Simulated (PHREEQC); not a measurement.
1 kg of water holding 0.047 mol NaCl meets 20 L of dry gas (CH4 1 by moles) at fixed total pressure, at 60 °C; fugacities by Peng-Robinson. The gases take part in no redox reaction, some water evaporates into the gas, and hydrates or a liquid gas phase aren't modelled. Precipitation was switched off in this run.

Model: ion-association model, phreeqc.dat, run in PHREEQC.

| P (atm) | dissolved CH4 (mol/kgw) | φ of CH4 |
|---|---|---|
| 2 | 0.00182 | 0.997 |
| 5 | 0.00479 | 0.992 |
| 20 | 0.0190 | 0.970 |
| 30 | 0.0278 | 0.956 |
| 40 | 0.0362 | 0.943 |
| 75 | 0.0624 | 0.901 |
| 100 | 0.0785 | 0.874 |
| 150 | 0.106 | 0.832 |
| 300 | 0.164 | 0.770 |
| 400 | 0.193 | 0.763 |

At this temperature some constants are extrapolated from 25 °C, and those without enthalpy data are left unchanged.
